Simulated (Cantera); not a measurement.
Input: 1 mol CH₃Cl, 0.05 mol HCl, at 2925 K and 480 Pa.

These are equilibrium values from Cantera (NASA tables, ideal gas, pure condensed phases), not measurements of a reactor. Candidate condensed phases: C, C₆H₆, C₇H₈, C₈H₁₈; 91 gas species. The tables' values for CCl are old estimates; treat these amounts as uncertain. Rates play no part.

Base state: H 0.566, Cl 0.230, H₂ 0.0990, HCl 0.0586, C₃ 0.0286, C 0.00508, C₂H₂ (acetylene) 0.00493, C₂H 0.00434 (mole fractions); condensed: C(graphite).

Question: What changes in the equilibrium state with this change: CH₃Cl replaced by CCl₄?

Answer: 
```
species              before    after
-----------------  --------  -------
Cl                    0.230    0.951
C₃                   0.0286   0.0286
H                     0.566  0.00817
H₂                   0.0990  2.06e-5
HCl                  0.0586  0.00351
C₄H₂               0.000102  2.13e-8
C₂H₂ (vinylidene)   1.30e-5  2.71e-9
C₂H₂ (acetylene)    0.00493  1.03e-6
CH                  5.64e-5  8.14e-7
C₂H                 0.00434  6.26e-5
C(graphite), mol      0.570    0.579
```

Question: What changes in the equilibrium state with this change: temperature from 2925 K to 1575 K?

Answer: 
| species | before | after |
|---|---|---|
| HCl | 0.0586 | 0.512 |
| H₂ | 0.0990 | 0.488 |
| H | 0.566 | 0.000419 |
| C₃ | 0.0286 | <1e-9 |
| Cl | 0.230 | 0.000349 |
| C | 0.00508 | <1e-9 |
| C₂H | 0.00434 | <1e-9 |
| C(graphite), mol | 0.570 | 1.000 |
